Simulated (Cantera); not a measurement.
Thermodynamics of carbon deposition, reforming and gasification, feed C2H5OH + O2 + H2

Charge: 1 mol C2H5OH, 0.86 mol O2, 3.4 mol H2, at 0.0410 bar.

Method: chemical equilibrium by Gibbs-energy minimisation in Cantera with the NASA 1993 tables (ideal gas, pure condensed phases). Candidate condensed phases: C, C6H6, C7H8, C8H18, H2O; 110 gas species. The numbers say what is thermodynamically allowed, not how fast it happens.

```csv
T (K),x H2,x CO,x H,x H2O,x CO2,x OH
2075,0.673,0.231,0.0108,0.0795,0.00563,0.000145
2125,0.669,0.231,0.0147,0.0794,0.00545,0.000216
2175,0.665,0.230,0.0197,0.0793,0.00528,0.000315
2225,0.660,0.230,0.0260,0.0790,0.00513,0.000451
2275,0.653,0.229,0.0339,0.0786,0.00499,0.000635
2325,0.645,0.228,0.0436,0.0780,0.00485,0.000880
2375,0.635,0.227,0.0555,0.0773,0.00473,0.00120
2425,0.623,0.225,0.0697,0.0763,0.00461,0.00162
2475,0.608,0.223,0.0867,0.0750,0.00449,0.00215
2525,0.592,0.221,0.107,0.0734,0.00437,0.00282
2575,0.573,0.218,0.129,0.0715,0.00425,0.00364
2625,0.551,0.215,0.156,0.0691,0.00412,0.00463
```
x: gas mole fraction; nothing condenses.

From 2075 K to 2625 K nothing is condensed. The main C-bearing gas is CO throughout.
